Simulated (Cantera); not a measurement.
Charge: 1 mol SiHCl₃, 92 mol N₂, at 752 °C and 0.100 bar.

Cantera equilibrium calculation (NASA polynomials, part measured and part estimated; ideal gas, pure solids and liquids). Candidate condensed phases: NH₄Cl, Si, Si₃N₄; 28 gas species. N₂ is the only nitrogen source here; it is nearly inert below about 1500 K, so the nitride shown seldom forms there in practice. Kinetics and transport are ignored.

Base state: N₂ 0.984, HCl 0.00981, SiCl₄ 0.00559, H₂ 0.000461 (mole fractions); condensed: Si₃N₄(s).

### Question
What changes in the equilibrium state with this change: N₂ from 92 to 20 mol?

### Answer
```json
[
 {"species": "N₂", "before": "0.984", "after": "0.931"},
 {"species": "HCl", "before": "0.00981", "after": "0.0400"},
 {"species": "SiCl₄", "before": "0.00559", "after": "0.0254"},
 {"species": "SiHCl₃", "before": "2.26e-6", "after": "2.00e-5"},
 {"species": "H₂", "before": "0.000461", "after": "0.00365"},
 {"species": "SiCl₃", "before": "7.91e-6", "after": "2.49e-5"},
 {"species": "Si₃N₄(s), mol", "before": "0.159", "after": "0.154"}
]
```
The tables' values for SiCl₃ are old estimates; treat these amounts as uncertain.

### Question
What changes in the equilibrium state with this change: temperature from 752 °C to 1177 °C?

### Answer
```tsv
species	before	after
N₂	0.984	0.982
HCl	0.00981	0.00996
SiCl₄	0.00559	0.00311
SiCl₂	2.34e-7	0.00260
Cl	5.80e-9	1.27e-5
SiCl₃	7.91e-6	0.00149
H₂	0.000461	0.000367
Si₃N₄(s), mol	0.159	0.109
```
The tables' values for SiCl₃ are old estimates; treat these amounts as uncertain.
